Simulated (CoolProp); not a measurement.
Saturation properties of fluorine.

Model: reference Helmholtz-energy equation of state, de Reuck 1990, in CoolProp.

```tsv
T (°C)	p (MPa)	liquid density (kg/m³)	vapour density (kg/m³)	liquid cp (kJ/(kg K))
-199.15	0.02322	1576	1.452	1.485
-193.75	0.05050	1541	2.970	1.495
-188.25	0.09975	1503	5.560	1.510
-182.75	0.1801	1463	9.596	1.531
-177.35	0.2996	1423	15.40	1.559
-171.85	0.4742	1380	23.70	1.595
-166.45	0.7093	1334	34.80	1.642
-160.95	1.026	1285	49.90	1.708
-155.55	1.425	1232	69.52	1.801
```

It boils at -188.1 °C under 1 atm.
